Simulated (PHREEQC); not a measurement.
Solution (85 °C): 6.4 mmol/kgw KHCO3 and 2.2 mmol/kgw Na2HPO4. Closed to the air; pH follows from the charge balance.

Equilibrium calculation in PHREEQC: ion-association model, phreeqc.dat.

Each row changes one thing in this solution. No solid was allowed to form.

| case | pH | ionic strength (mol/kgw) |
|---|---|---|
| as made | 8.15 | 0.0129 |
| temperature from 85 to 50 °C | 8.31 | 0.0129 |
| KHCO3 left out | 8.37 | 0.00649 |
| Na2HPO4 left out | 8.06 | 0.00647 |
| diluted 100-fold with water | (withheld) | 0.000124 |
| diluted 10-fold with water | (withheld) | 0.00128 |

Q: Some entries are withheld; supply them.

A: 
- diluted 100-fold with water, pH: 7.49
- diluted 10-fold with water, pH: 7.97

Species that the database lacks are ignored. Away from 25 °C the constants follow the database's enthalpies or fits; those with neither stay at their 25 °C values.
